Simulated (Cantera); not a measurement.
## Pyrogenic steam for wet oxidation

An isothermal, constant-pressure homogeneous reactor starts with H2 : O2 : N2 = 1.7 : 1 : 5 (molar parts), equivalence ratio 0.85, at 1075 K and 353 Torr.

Model: the H2/O2 subset of GRI-Mech 3.0, which has no nitrogen chemistry, integrated in Cantera. The temperature is held fixed by assumption; the heat of reaction is taken as removed at once.

| t (s) | x H2 | x O2 | x H2O2 | x HO2 | x H | x H2O |
|---|---|---|---|---|---|---|
| 3.00e-5 | 0.221 | 0.130 | 7.11e-12 | 3.00e-9 | 5.84e-9 | 5.63e-9 |
| 0.000108 | 0.221 | 0.130 | 1.32e-9 | 5.00e-7 | 2.09e-6 | 2.85e-6 |
| 0.000387 | 0.0185 | 0.0322 | 4.35e-6 | 2.73e-5 | 0.0105 | 0.219 |
| 0.00139 | 0.00167 | 0.0227 | 2.66e-6 | 1.47e-5 | 9.56e-5 | 0.246 |
| 0.00500 | 0.000340 | 0.0220 | 9.29e-7 | 6.71e-6 | 4.22e-6 | 0.248 |
| 0.0180 | 7.16e-5 | 0.0219 | 1.46e-7 | 2.00e-6 | 2.64e-7 | 0.248 |
| 0.0646 | 1.05e-5 | 0.0219 | 1.73e-8 | 3.32e-7 | 1.56e-8 | 0.248 |
| 0.232 | 3.80e-7 | 0.0219 | 5.01e-9 | 1.47e-8 | 3.77e-10 | 0.248 |
| 0.835 | 1.13e-8 | 0.0219 | 1.88e-9 | 1.50e-9 | 1.81e-11 | 0.248 |
| 3.00 | 3.67e-9 | 0.0219 | 6.13e-10 | 7.23e-10 | 3.50e-12 | 0.248 |
x: mole fraction; the columns are a selection and need not sum to one.

Equilibrium at this temperature and pressure: H2 1.73e-9, O2 0.0219, H2O2 1.73e-10, HO2 6.80e-10, H <1e-12, H2O 0.248 (gas phase only).
